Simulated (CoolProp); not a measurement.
Saturation properties of ethylene (Tc = 9.2 °C, pc = 50.42 bar, ω = 0.087).

The numbers come from the reference Helmholtz-energy equation of state, Smukala 2000 in CoolProp.

```json
[
 {"T (°C)": "-89.85", "p (bar)": "2.148", "liquid density (kg/m³)": "547.3", "enthalpy of vaporisation (kJ/kg)": "461.2", "vapour Z": "0.9435", "surface tension (mN/m)": "14.0"},
 {"T (°C)": "-87.35", "p (bar)": "2.426", "liquid density (kg/m³)": "543.5", "enthalpy of vaporisation (kJ/kg)": "457.2", "vapour Z": "0.9385", "surface tension (mN/m)": "13.6"},
 {"T (°C)": "-84.85", "p (bar)": "2.731", "liquid density (kg/m³)": "539.7", "enthalpy of vaporisation (kJ/kg)": "453.0", "vapour Z": "0.9332", "surface tension (mN/m)": "13.2"},
 {"T (°C)": "-82.45", "p (bar)": "3.050", "liquid density (kg/m³)": "536.0", "enthalpy of vaporisation (kJ/kg)": "449.0", "vapour Z": "0.9279", "surface tension (mN/m)": "12.8"},
 {"T (°C)": "-79.95", "p (bar)": "3.411", "liquid density (kg/m³)": "532.1", "enthalpy of vaporisation (kJ/kg)": "444.7", "vapour Z": "0.9220", "surface tension (mN/m)": "12.4"},
 {"T (°C)": "-77.45", "p (bar)": "3.803", "liquid density (kg/m³)": "528.1", "enthalpy of vaporisation (kJ/kg)": "440.3", "vapour Z": "0.9159", "surface tension (mN/m)": "12.0"},
 {"T (°C)": "-74.95", "p (bar)": "4.228", "liquid density (kg/m³)": "524.1", "enthalpy of vaporisation (kJ/kg)": "435.8", "vapour Z": "0.9095", "surface tension (mN/m)": "11.6"},
 {"T (°C)": "-72.55", "p (bar)": "4.668", "liquid density (kg/m³)": "520.2", "enthalpy of vaporisation (kJ/kg)": "431.3", "vapour Z": "0.9031", "surface tension (mN/m)": "11.2"},
 {"T (°C)": "-70.05", "p (bar)": "5.161", "liquid density (kg/m³)": "516.1", "enthalpy of vaporisation (kJ/kg)": "426.6", "vapour Z": "0.8961", "surface tension (mN/m)": "10.8"},
 {"T (°C)": "-67.55", "p (bar)": "5.692", "liquid density (kg/m³)": "512.0", "enthalpy of vaporisation (kJ/kg)": "421.7", "vapour Z": "0.8888", "surface tension (mN/m)": "10.4"},
 {"T (°C)": "-65.05", "p (bar)": "6.263", "liquid density (kg/m³)": "507.8", "enthalpy of vaporisation (kJ/kg)": "416.8", "vapour Z": "0.8812", "surface tension (mN/m)": "10.00"},
 {"T (°C)": "-62.65", "p (bar)": "6.848", "liquid density (kg/m³)": "503.6", "enthalpy of vaporisation (kJ/kg)": "411.8", "vapour Z": "0.8736", "surface tension (mN/m)": "9.62"}
]
```

It boils at -103.8 °C under 1 atm.

Surface tension comes from a separate correlation (Mulero 2012).
